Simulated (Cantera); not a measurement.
## Silicon etching in halogen gases: Si + HCl + H2

A closed system holds: 1 mol Si, a varied amount of HCl, 0.11 mol H2, held at 1023 K and 1.33 mbar.

These are equilibrium values from Cantera (NASA tables, ideal gas, pure condensed phases), not measurements of a reactor. Candidate condensed phases: Si; 19 gas species. The tables' values for SiCl3 are old estimates; treat these amounts as uncertain. Rates play no part.

From 1.9 mol HCl to 3.6 mol HCl the condensed part is Si(s). From 4.4 mol HCl to 22 mol HCl nothing is condensed. The main Si-bearing gas is SiCl4 throughout.

```
n(HCl) (mol)   x HCl    x H2  x SiCl4  x SiHCl3   x SiCl2   x SiCl3  n Si(s)
------------  ------  ------  -------  --------  --------  --------  -------
1.9           0.0762   0.625    0.250    0.0174    0.0165    0.0140    0.530
2.4           0.0762   0.621    0.255    0.0175    0.0166    0.0142    0.405
2.9           0.0762   0.618    0.257    0.0176    0.0167    0.0143    0.281
3.6           0.0763   0.615    0.260    0.0177    0.0168    0.0144    0.107
4.4            0.139   0.578    0.261   0.00916   0.00475   0.00766        0
5.4            0.316   0.462    0.216   0.00267  0.000610   0.00250        0
6.6            0.458   0.367    0.172   0.00117  0.000185   0.00123        0
8.1            0.570   0.292    0.137  0.000594   7.54e-5  0.000700        0
9.9            0.656   0.234    0.110  0.000332   3.66e-5  0.000437        0
12             0.720   0.190   0.0895  0.000199   2.00e-5  0.000291        0
15             0.780   0.149   0.0706  0.000114   1.06e-5  0.000188        0
18             0.818   0.123   0.0582   7.42e-5   6.55e-6  0.000134        0
22             0.853  0.0998   0.0472   4.68e-5   3.97e-6   9.42e-5        0
```
x: gas mole fraction; n: condensed amount in mol.
